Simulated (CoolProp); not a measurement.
The fluid at 283.91 K and 3.02 MPa is throttled through a valve to 0.704 MPa with no heat exchange. The same conditions are run with several fluids, on thermodynamics alone (safety and materials aside).

Model: reference Helmholtz-energy equation of state of each fluid (fluorine: de Reuck 1990; oxygen: Schmidt 1985; CF4 (R14): Platzer 1990; carbon monoxide: Lemmon 2006; dry air: Lemmon 2000), in CoolProp. The equations of Platzer and Polt are older, rougher fits. Blends and air are pseudo-pure fits.

**Question.** Rank fluorine, oxygen, CF4 (R14), carbon monoxide, dry air by temperature change (K), highest first.

**Answer.** fluorine (-4.8), dry air (-5.6), carbon monoxide (-6.2), oxygen (-6.7), CF4 (R14) (-15.4)

| fluid | final density (kg/m³) |
|---|---|
| fluorine | 11.6 |
| oxygen | 9.84 |
| CF4 (R14) | 28.9 |
| carbon monoxide | 8.57 |
| dry air | 8.84 |
